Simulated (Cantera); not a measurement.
**Counterflow diffusion flame**

A counterflow diffusion flame at 2.00 bar, nozzles 20 mm apart: fuel side CH₄ : CO = 1 : 0.93 (molar parts) at 550 K, oxidiser side O₂ : N₂ = 0.28 : 0.72 (molar parts) at 550 K, fuel mass flux 0.9 times the oxidiser's; mixture-averaged transport, no radiation.

Model: GRI-Mech 3.0 (53 species, 325 reactions), integrated in Cantera. GRI-Mech 3.0 has no aromatics or soot, which form on the fuel side of real flames. The maximum strain rate includes the flame's own expansion and is several times the mean.

```
oxidiser flux (kg/m²/s)  max strain (1/s)  mean strain (1/s)  T max (K)  peak x OH  peak x H  peak x NO  peak x CO  peak x C₂H₂
-----------------------  ----------------  -----------------  ---------  ---------  --------  ---------  ---------  -----------
0.5                                   205               43.2       2518     0.0137   0.00473    0.00119      0.482       0.0174
0.64                                  257               55.3       2500     0.0138   0.00487    0.00101      0.482       0.0170
0.82                                  323               70.9       2481     0.0138   0.00503   0.000871      0.482       0.0166
1                                     387               86.4       2466     0.0139   0.00519   0.000785      0.482       0.0163
1.3                                   494                112       2447     0.0141   0.00543   0.000695      0.482       0.0159
1.7                                   633                147       2425     0.0142   0.00566   0.000613      0.482       0.0154
2.2                                   804                190       2405     0.0143   0.00589   0.000548      0.482       0.0150
2.8                                  1010                242       2388     0.0143   0.00610   0.000494      0.482       0.0144
3.6                                  1270                311       2372     0.0143   0.00632   0.000445      0.482       0.0139
```
x: mole fraction; the columns are a selection and need not sum to one.
